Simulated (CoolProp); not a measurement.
R141b along the isobar 4.65 MPa: fugacity coefficient from the reference equation and from simpler models built on Tc = 204.4 °C, pc = 4.212 MPa, ω = 0.220; each cubic takes its own stable root.

Values from CoolProp's reference Helmholtz-energy equation of state, Lemmon 2006. It is a short technical equation, of lower accuracy than the large ones.

| T (°C) | phase | reference | van der Waals | Redlich-Kwong | Soave-Redlich-Kwong | Peng-Robinson |
|---|---|---|---|---|---|---|
| -50.25 | liquid | 0.0004023 | 0.02139 | 0.0009468 | 0.0004252 | 0.0004580 |
| -18.05 | liquid | 0.002979 | 0.05001 | 0.006009 | 0.003060 | 0.003144 |
| 14.15 | liquid | 0.01295 | 0.09597 | 0.02259 | 0.01320 | 0.01317 |
| 46.35 | liquid | 0.03932 | 0.1603 | 0.06017 | 0.04009 | 0.03927 |
| 78.55 | liquid | 0.09256 | 0.2417 | 0.1264 | 0.09461 | 0.09173 |
| 110.75 | liquid | 0.1808 | 0.3375 | 0.2239 | 0.1851 | 0.1785 |
| 142.85 | liquid | 0.3058 | 0.4429 | 0.3483 | 0.3128 | 0.3009 |
| 175.05 | liquid | 0.4624 | 0.5528 | 0.4904 | 0.4701 | 0.4523 |
| 207.25 | supercritical | 0.6311 | 0.6577 | 0.6302 | 0.6320 | 0.6088 |
